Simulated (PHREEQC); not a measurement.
0.027 g of hydrous ferric oxide (600 m²/g; 0.2 weak and 0.005 strong sites per Fe, Dzombak-Morel constants, diffuse double layer) in 1 kg of water with 0.1 mol/kgw of an inert sodium salt and 2.2e-06 mol Ag2SO4 and 0.00014 mol H3BO3, at 25 °C; the pH is set by adding NaOH or the inert anion's acid. Oxygen alone is held at its pressure in air (log pO2 = -0.68). CO2 from the air is kept out. No solid was allowed to form.

The series has 17 steps of pH, from 3 to 11.

The numbers come from PHREEQC with the ion-association model, wateq4f.dat.

Problem. Near which pH is half of the S sorbed, and on which side is more sorbed?

Solution. Near pH 5.1, with more sorbed at lower pH.

Problem. Near which pH is half of the Ag sorbed, and on which side is more sorbed?

Solution. Near pH 9.2, with more sorbed at higher pH.

Complexes and solids missing from the database can't appear. The oxide is taken as insoluble; below pH 4 it would dissolve.
